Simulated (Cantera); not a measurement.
Charge: 1 mol SiH₂Cl₂, 2.5 mol NH₃, equilibrated at 577 °C and 1.40 mbar.

These are equilibrium values from Cantera (NASA tables, ideal gas, pure condensed phases), not measurements of a reactor. Rates play no part.

```csv
species,before,after
H₂,0.606,0.614
HCl,0.291,0.277
N₂,0.0966,0.0990
SiCl₄,0.00641,0.00982
SiHCl₃,2.22e-5,3.60e-5
"Si₃N₄(s), mol",0.320,0.313
```
Gas species are given as mole fractions.

Question: Name the change that produced these shifts.
(A) temperature from 577 °C to 975 °C
(B) temperature from 577 °C to 1650 °C
(C) NH₃ from 2.5 to 12 mol
(D) pressure from 1.40 mbar to 10.0 mbar

Answer: D, pressure from 1.40 mbar to 10.0 mbar
